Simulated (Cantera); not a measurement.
Thermodynamics of roasting and sulfation, feed FeS + SO3 + H2O

Input: 1 mol FeS, 0.53 mol SO3, 0.071 mol H2O, at 775 K and 0.0120 bar.

These are equilibrium values from Cantera (NASA tables, ideal gas, pure condensed phases), not measurements of a reactor. Candidate condensed phases: Fe, FeO, Fe(OH)2, Fe(OH)3, FeS, FeSO4, FeS2, Fe2O3, Fe2(SO4)3, Fe3O4, H2O, H2SO4, S; 22 gas species. Gases not in the tables: S3 to S7. The numbers say what is thermodynamically allowed, not how fast it happens.

The x(SO2) is 0.864 and the x(H2O) comes out as 0.128. The x(S2) is 0.00682 and the x(H2S) comes out as 0.000995. The x(S2O) is 0.000488 and the x(H2) is 3.57e-5. The n(FeS2(s)) comes out as 0.522 mol and the n(Fe3O4(s)) is 0.159 mol. The gas amount comes out as 0.5517 mol and the log10 activity of S(l) (absent) is -1.60. The log10 activity of FeSO4(s) (absent) is -4.05 and the log10 activity of Fe(α) (absent) comes out as -5.66.
